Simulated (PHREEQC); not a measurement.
Solution (25 °C): 0.039 mol H2SO4 and 9.9e-05 mol K2SO4 per kg of water. Closed to the air; pH follows from the charge balance.

The numbers come from PHREEQC with the Pitzer model, pitzer.dat.

This is a speciation only: nothing precipitates in the calculation.

Q: Estimate the pH, osmotic coefficient.

A: pH 1.37; osmotic coefficient 0.900.

Q: In which forms is S present?

A: HSO4- 64 %, SO4-2 36 % of the S.

Species that the database lacks are ignored.
